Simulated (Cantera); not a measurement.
What does this Cantera script print?

```python
import numpy as np
import cantera as ct

gas_names = """
    Cr CrN CrO CrO2 CrO3 H HNO HNO2 HNO3 HO2 H2 H2O H2O2 N NH NH2 NH3 NH2OH NO NO2 NO3 N2 N2H2 N2H4 N2O
    O OH O2 O3
""".split()
cond_names = """
    Cr(cr) Cr(L) CrN(s) Cr2N(s) Cr2O3(s) Cr2O3(L) H2O(s) H2O(L)
""".split()


# ... load() reads the species with a 1 bar reference pressure and builds the phases ...
atoms = {
    'Cr2O3': {'Cr': 2, 'O': 3},
    'H2': {'H': 2},
    'N2': {'N': 2},
}
top_T = {'CrN(s)': 1900, 'Cr2N(s)': 1900}  # K; cautious upper limits of use, not melting points


# ... equilibrate(T, P, feed) seeds the gas with the atoms and calls Mixture.equilibrate('TP', solver="vcs", rtol=1e-11, max_steps=5000) ...
results = []
T = 1625  # K
P = 550  # Pa
for m in [8.6, 13, 20, 30, 45, 69, 100, 160, 240, 360]:
    feed = {'Cr2O3': 1, 'H2': m, 'N2': 39}  # mol
    mix = equilibrate(T, P, feed)
    results.append((T, P, feed, dict(zip(mix.species_names, mix.species_moles))))

top = {s: max(r[3][s] / sum(r[3][g] for g in gas_names) for r in results) for s in gas_names}
cols = sorted((s for s in top if top[s] > 0.0001), key=lambda s: -top[s])[:7]
seen = [c for c in cond_names if any(r[3].get(c, 0) > 1e-12 for r in results)]
print("log10 of partial pressures in bar; condensed amounts in mol")
print(f"{'n(H2)':>10s}" + "".join(f"{s[:9]:>10s}" for s in cols + seen))
for T, P, feed, n in results:
    ng = sum(n[g] for g in gas_names)
    print(f"{feed['H2']:10.4g}" + "".join(f"{np.log10(max(n[s] / ng * P / 1e5, 1e-99)):10.3f}" for s in cols)
          + "".join(f"{n.get(c, 0):10.4g}" for c in seen))
```

It prints:

```
log10 of partial pressures in bar; condensed amounts in mol
     n(H2)        H2        N2       H2O        Cr         H    Cr(cr)  Cr2O3(s)
       8.6    -3.005    -2.346    -5.367    -5.543    -5.654         0    0.9876
        13    -2.864    -2.385    -5.282    -5.458    -5.584         0    0.9835
        20    -2.732    -2.440    -5.202    -5.379    -5.517         0    0.9775
        30    -2.624    -2.508    -5.138    -5.314    -5.463         0    0.9695
        45    -2.533    -2.593    -5.083    -5.259    -5.418         0    0.9579
        69    -2.456    -2.703    -5.031    -5.222    -5.380  0.003939     0.939
       100    -2.405    -2.812    -4.980    -5.222    -5.354   0.02486    0.9116
       160    -2.356    -2.968    -4.932    -5.222    -5.330   0.06534    0.8585
       240    -2.327    -3.115    -4.902    -5.222    -5.315    0.1193    0.7878
       360    -2.306    -3.270    -4.882    -5.222    -5.305    0.2003    0.6817
```

Method: chemical equilibrium by Gibbs-energy minimisation in Cantera with the NASA 1993 tables (ideal gas, pure condensed phases). Mutual solubility and eutectic melting of coexisting phases are not modelled.
